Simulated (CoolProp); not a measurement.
Oxygen along the isobar 0.865 MPa: fugacity coefficient from the reference equation and from simpler models built on Tc = 154.6 K, pc = 5.046 MPa, ω = 0.022; each cubic takes its own stable root.

Computed with CoolProp (reference Helmholtz-energy equation of state, Schmidt 1985).

| T (K) | phase | reference |
|---|---|---|
| 96.1 | liquid | 0.2040 |
| 105.8 | liquid | 0.4349 |
| 115.5 | liquid | 0.7959 |
| 125.2 | gas | 0.8951 |
| 134.9 | gas | 0.9156 |
| 144.6 | gas | 0.9311 |
| 154.3 | gas | 0.9431 |
| 164 | gas | 0.9526 |
| 173.6 | gas | 0.9601 |
| 183.3 | gas | 0.9662 |
| 193 | gas | 0.9713 |
| 202.7 | gas | 0.9755 |
| 212.4 | gas | 0.9790 |
| 222.1 | gas | 0.9820 |

Task: How far does each simpler model (Redlich-Kwong, Peng-Robinson) lie from the reference over these 14 states: mean and median of the absolute difference, and the worst?

Result: 
- Redlich-Kwong: mean 2.1 %, median 0.1 %, worst -16.9 % at 96.1 K and 0.865 MPa
- Peng-Robinson: mean 0.6 %, median 0.7 %, worst -0.8 % at 144.6 K and 0.865 MPa
